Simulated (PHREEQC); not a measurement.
Consider water at 25 °C with 0.088 mol NH4HS and 9.8e-05 mol Cs2SO4 per kg of water. It is in equilibrium with CO2 at log p = -3.5 (atm). Otherwise closed; pH follows from the charge balance.

Equilibrium calculation in PHREEQC: ion-association model, wateq4f.dat.

No solid was allowed to form.

Q: Predict the pH, ionic strength.

A: pH 8.05; ionic strength 0.0840 mol/kgw.

Q: In which forms is C present?

A: HCO3- 97 %, CO2 1.5 %, CO3-2 1.0 % of the C.

The polysulfide entries of wateq4f.dat were taken out for this run.
